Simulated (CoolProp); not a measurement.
R507A along the isotherm 212.1 K: fugacity coefficient from the reference equation and from simpler models built on Tc = 343.8 K, pc = 37.05 bar, ω = 0.286; each cubic takes its own stable root.

Values from CoolProp's reference Helmholtz-energy equation of state, Lemmon 2003. It is a pseudo-pure fit of the blend.

```tsv
p (bar)	phase	reference	van der Waals	Redlich-Kwong	Soave-Redlich-Kwong	Peng-Robinson
3.7	liquid	0.1281	0.9095	0.2672	0.1277	0.1296
7.41	liquid	0.06497	0.4745	0.1358	0.06489	0.06571
11.1	liquid	0.04403	0.3253	0.09233	0.04408	0.04455
14.8	liquid	0.03353	0.2505	0.07051	0.03364	0.03393
18.5	liquid	(withheld)	0.2057	0.05743	0.02738	0.02757
22.2	liquid	0.02304	0.1760	0.04872	0.02322	0.02333
25.9	liquid	0.02005	0.1549	0.04252	0.02025	0.02030
29.6	liquid	0.01782	0.1391	0.03788	(withheld)	0.01804
33.3	liquid	0.01608	(withheld)	0.03428	0.01630	0.01628
37	liquid	0.01469	(withheld)	0.03140	0.01493	0.01488
40.8	liquid	(withheld)	0.1092	0.02901	0.01378	0.01371
44.5	liquid	0.01260	(withheld)	0.02707	0.01286	0.01276
48.2	liquid	(withheld)	(withheld)	0.02544	0.01207	0.01197
51.9	liquid	0.01113	0.09274	0.02405	0.01141	0.01128
55.6	liquid	0.01055	0.08882	0.02286	0.01083	0.01070
```

Problem. Complete the blanks.

Solution. 
- 18.5, reference: 0.02724
- 29.6, Soave-Redlich-Kwong: 0.01803
- 33.3, van der Waals: 0.1269
- 37, van der Waals: 0.1172
- 40.8, reference: 0.01353
- 44.5, van der Waals: 0.1027
- 48.2, reference: 0.01181
- 48.2, van der Waals: 0.09731

At some of these states van der Waals gives the other phase, because its saturation line lies elsewhere.
